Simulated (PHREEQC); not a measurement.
A solution holds 5.5 mmol/kgw ZnSO4, 1.1 mmol/kgw CaCl2 and 0.036 mmol/kgw Na2SO4, at 25 °C. Closed to the air; pH follows from the charge balance.

All values are PHREEQC results (ion-association model, phreeqc.dat), not measurements.

```csv
quantity,before,after
pH,5.81,5.65
ionic strength (mol/kgw),0.0191,0.0671
SO4-2 (mol/kgw),0.00392,0.0147
Ca+2 (mol/kgw),0.000885,0.000745
CaSO4 (mol/kgw),0.000215,0.000356
NaSO4- (mol/kgw),8.21e-7,2.17e-6
SI of Gypsum (CaSO4:2H2O),-1.34,-1.11
SI of Halite (NaCl),-8.50,-8.58
```

Problem. Which change was made?
(A) ZnSO4 from 0.0055 to 0.0275 mol/kgw
(B) Na2SO4 from 3.6e-05 to 0.00036 mol/kgw
(C) ZnSO4 left out
(D) diluted 10-fold with water
(E) CaCl2 from 0.0011 to 0.0022 mol/kgw

Solution. A, ZnSO4 from 0.0055 to 0.0275 mol/kgw

This is a speciation only: nothing precipitates in the calculation.
